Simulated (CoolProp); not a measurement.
Vapour-liquid equilibrium of R125 (1) + R227EA (2) at 0.14 MPa; x and y are mole fractions of (1).

Values from CoolProp's multi-fluid Helmholtz-energy mixture model, Lemmon 2005 and Lemmon 2016; pair parameters Bell 2016.

```
x     bubble temperature, mixture model (K)  bubble temperature, Raoult's law (K)  y, mixture model  y, Raoult's law
----  -------------------------------------  ------------------------------------  ----------------  ---------------
0.05                                  261.7                                 261.5             0.150            0.163
0.15                                  256.4                                 256.1             0.382            0.403
0.25                                  251.9                                 251.6             0.549            0.569
0.35                                  248.0                                 247.8             0.671            0.687
0.45                                  244.7                                 244.5             0.761            0.774
0.55                                  241.7                                 241.6             0.829            0.840
0.65                                  239.1                                 239.0             0.882            0.890
0.75                                  236.8                                 236.7             0.925            0.931
0.85                                  234.7                                 234.6             0.959            0.963
0.95                                  232.8                                 232.8             0.987            0.989
```

The largest gap from Raoult's law is +0.3 K in bubble temperature, at x = 0.15. No azeotrope shows between x = 0.05 and 0.95.

The pair parameters rest on a limited set of measurements; away from them the model extrapolates.
